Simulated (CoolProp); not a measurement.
Vapour-liquid equilibrium of R114 (1) + benzene (2) at 332 K; x and y are mole fractions of (1).

Computed with CoolProp (multi-fluid Helmholtz-energy mixture model, Platzer 1990 and Thol 2012; pair parameters Bell 2016). This equation is an older, rougher fit; its heat capacities, sound speeds and derivatives of the liquid may be far off and weren't checked against measurements.

| x | bubble pressure, mixture model (bar) | bubble pressure, Raoult's law (bar) | y, mixture model | y, Raoult's law |
|---|---|---|---|---|
| 0.05 | 1.176 | 0.7580 | 0.583 | 0.371 |
| 0.15 | 2.156 | 1.271 | [?] | 0.665 |
| 0.25 | 2.810 | 1.784 | 0.843 | 0.789 |
| 0.35 | 3.275 | 2.297 | [?] | 0.858 |
| 0.45 | [?] | 2.809 | 0.893 | 0.902 |
| 0.55 | 3.960 | 3.322 | 0.909 | 0.932 |
| 0.65 | 4.275 | 3.835 | 0.925 | 0.954 |
| 0.75 | [?] | 4.348 | 0.942 | 0.971 |
| 0.85 | 4.979 | 4.861 | 0.962 | 0.985 |
| 0.95 | 5.398 | 5.374 | [?] | 0.995 |

Question: Fill in the missing entries.

Answer: 
- 0.15, y, mixture model: 0.784
- 0.35, y, mixture model: 0.873
- 0.45, bubble pressure, mixture model (bar): 3.639
- 0.75, bubble pressure, mixture model (bar): 4.609
- 0.95, y, mixture model: 0.986

The largest gap from Raoult's law is +69.6 % in bubble pressure, at x = 0.15. No azeotrope shows between x = 0.05 and 0.95.

The pair parameters rest on a limited set of measurements; away from them the model extrapolates. With so large a gap from Raoult's law the liquid may split in two, which this calculation doesn't test in full.
